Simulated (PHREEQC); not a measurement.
Make-up at 25 °C: 0.0019 mol HF, 0.00012 mol (CH3)4NF and 0.08 mol HCl per kg of water. It is in equilibrium with CO2 at log p = 0 (atm). Otherwise closed; pH follows from the charge balance.

The numbers come from PHREEQC with the ion-association model, phreeqc.dat.

| quantity | before | after |
|---|---|---|
| pH | 1.18 | 6.99 |
| ionic strength (mol/kgw) | 0.0800 | 0.284 |
| F- (mol/kgw) | 2.61e-5 | 0.00188 |
| (CO2)2 (mol/kgw) | 2.06e-5 | 1.97e-5 |
| HCO3- (mol/kgw) | 2.81e-7 | 0.201 |
| HF2- (mol/kgw) | 1.99e-7 | 1.30e-9 |

Q: Name the change that produced these shifts.
A) temperature from 25 to 80 °C
B) 0.088 mol/kgw FeCl2 added
C) 0.15 mol/kgw Na2CO3 added
D) 0.11 mol/kgw HBr added
E) HF from 0.0019 to 0.00038 mol/kgw

A: C, 0.15 mol/kgw Na2CO3 added

Precipitation was switched off in this run. (CH3)4N+ isn't in the database: it is added as a free cation with an ion size of 4 Å.
